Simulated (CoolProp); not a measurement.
n-decane along the isobar 1850 kPa: Z from the reference equation and from simpler models built on Tc = 344.5 °C, pc = 2101 kPa, ω = 0.488; each cubic takes its own stable root.

Computed with CoolProp (reference Helmholtz-energy equation of state, Lemmon 2006). It is a short technical equation, of lower accuracy than the large ones.

```csv
T (°C),phase,reference
99.75,liquid,0.1267
135.05,liquid,0.1209
170.35,liquid,0.1168
205.65,liquid,0.1143
240.95,liquid,0.1136
276.25,liquid,0.1156
311.55,liquid,0.1239
346.85,gas,0.5506
```

### Question
How far does each simpler model (van der Waals, Soave-Redlich-Kwong) lie from the reference over these 8 states: mean and median of the absolute difference, and the worst?

### Answer
- van der Waals: mean 73.0 %, median 81.1 %, worst +83.7 % at 99.75 °C and 1850 kPa
- Soave-Redlich-Kwong: mean 19.1 %, median 18.9 %, worst +28.2 % at 311.55 °C and 1850 kPa
